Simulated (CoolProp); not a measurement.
The fluid at 298.15 K and 0.0268 MPa is compressed adiabatically to 0.0848 MPa with isentropic efficiency 0.7. The same conditions are run with several fluids, on thermodynamics alone (safety and materials aside).

The numbers come from the reference Helmholtz-energy equation of state of each fluid (the fluoroketone C6F12O (FK-5-1-12): McLinden 2015; cis-2-butene: Lemmon 2005; sulfur dioxide: Gao 2016; propyne: Polt 1992; CF4 (R14): Platzer 1990) in CoolProp. The equations of Platzer and Polt are older, rougher fits.

Task: Rank the fluoroketone C6F12O (FK-5-1-12), cis-2-butene, sulfur dioxide, propyne, CF4 (R14) by work (kJ/kg), highest first.

Result: propyne (109), cis-2-butene (76.2), sulfur dioxide (71.4), CF4 (R14) (50.0), the fluoroketone C6F12O (FK-5-1-12) (12.5)

```
fluid                                final temperature (K)                       final phase  final density (kg/m³)
-----------------------------------  ---------------------  --------------------------------  ---------------------
the fluoroketone C6F12O (FK-5-1-12)                  317.2  two-phase, vapour fraction 0.968                   11.1
cis-2-butene                                         348.6                               gas                   1.67
sulfur dioxide                                       407.8                               gas                   1.61
propyne                                              366.3                               gas                   1.12
CF4 (R14)                                            365.7                               gas                   2.46
```
